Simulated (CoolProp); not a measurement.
n-octane along the isotherm 620 K: Z from the reference equation and from simpler models built on Tc = 568.7 K, pc = 2.484 MPa, ω = 0.398; each cubic takes its own stable root.

Computed with CoolProp (reference Helmholtz-energy equation of state, Beckmüller 2019).

```
p (MPa)          phase  reference  van der Waals  Redlich-Kwong  Soave-Redlich-Kwong
-------  -------------  ---------  -------------  -------------  -------------------
1.55               gas     0.8202         0.8268         0.8164               0.8325
3.1      supercritical     0.6002         0.5401         0.5661               0.6271
4.66     supercritical     0.3924         0.4417         0.4150               0.4769
6.21     supercritical     0.4057         0.5207         0.4563               0.4947
7.76     supercritical     0.4599         0.6086         0.5173               0.5481
9.31     supercritical     0.5204         0.6976         0.5817               0.6090
10.9     supercritical     0.5838         0.7884         0.6483               0.6734
12.4     supercritical     0.6436         0.8734         0.7108               0.7346
```
